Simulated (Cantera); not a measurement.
Input (Python, Cantera):

```python
import numpy as np
import cantera as ct

gas = ct.Solution("gri30.yaml")
gas.TPX = 1950, 5200, {'CH4': 1, 'N2': 4.3}
reactor = ct.IdealGasConstPressureReactor(gas, energy="off", clone=False)
net = ct.ReactorNet([reactor])
net.rtol, net.atol = 1e-08, 1e-18
show = ['CH4', 'C2H4', 'C2H2', 'HCN', 'H2', 'H']
times = np.geomspace(0.0008, 200, 10)

steps = ct.SolutionArray(gas, extra=["t"])
rows = []
print(f"{'t/s':>10s}{'T/K':>9s}{'P/Pa':>11s}" + "".join(f"{s:>11s}" for s in show))
for t in times:
    while net.time < t:
        t_next = net.step()
        steps.append(gas.state, t=t_next)
    rows.append([np.interp(t, steps.t, y) for y in (steps.T, steps.P, *steps(*show).X.T)])
    print(f"{t:10.3e}{rows[-1][0]:9.1f}{rows[-1][1]:11.4g}" + "".join(f"{x:11.3e}" for x in rows[-1][2:]))
rate = np.gradient(steps.T, steps.t)
print("integrator steps:", len(steps.t))
if steps.T.max() > steps.T[0] + 200:
    print(f"time of steepest temperature rise: {steps.t[rate.argmax()]:.4e} s")
gas.TPX = 1950, 5200, {'CH4': 1, 'N2': 4.3}
gas.equilibrate("TP")
print(f"equilibrium (TP): T = {gas.T:.1f} K  " + "  ".join(f"{s} {gas[s].X[0]:.3e}" for s in show))
```

Result:

```
       t/s      T/K       P/Pa        CH4       C2H4       C2H2        HCN         H2          H
 8.000e-04   1950.0       5200  1.780e-01  1.945e-03  2.867e-04  7.624e-09  7.392e-03  4.877e-05
 3.183e-03   1950.0       5200  8.966e-02  8.043e-03  3.097e-02  1.234e-06  1.124e-01  5.166e-04
 1.267e-02   1950.0       5200  1.954e-02  3.620e-04  6.987e-02  9.759e-06  2.108e-01  1.059e-03
 5.040e-02   1950.0       5200  2.456e-03  1.849e-05  7.805e-02  3.231e-05  2.336e-01  1.772e-03
 2.005e-01   1950.0       5200  2.636e-04  8.880e-06  7.908e-02  7.317e-05  2.362e-01  2.390e-03
 7.979e-01   1950.0       5200  4.917e-05  8.690e-06  7.917e-02  1.090e-04  2.365e-01  2.460e-03
 3.175e+00   1950.0       5200  2.725e-05  8.684e-06  7.916e-02  1.531e-04  2.365e-01  2.462e-03
 1.263e+01   1950.0       5200  2.743e-05  8.676e-06  7.908e-02  3.008e-04  2.365e-01  2.462e-03
 5.026e+01   1950.0       5200  2.833e-05  8.646e-06  7.881e-02  8.411e-04  2.365e-01  2.462e-03
 2.000e+02   1950.0       5200  2.993e-05  8.552e-06  7.795e-02  2.556e-03  2.365e-01  2.463e-03
integrator steps: 1576
equilibrium (TP): T = 1950.0 K  CH4 2.206e-05  C2H4 3.483e-06  C2H2 3.174e-02  HCN 9.500e-02  H2 2.365e-01  H 2.463e-03
```

Model: GRI-Mech 3.0 (53 species, 325 reactions), integrated in Cantera. GRI-Mech 3.0 stops at C3 and has no aromatics, soot or wall deposition, so with more carbon than oxygen in the feed, carbon stays in small species such as C2H2 where larger ones or solid carbon would form.
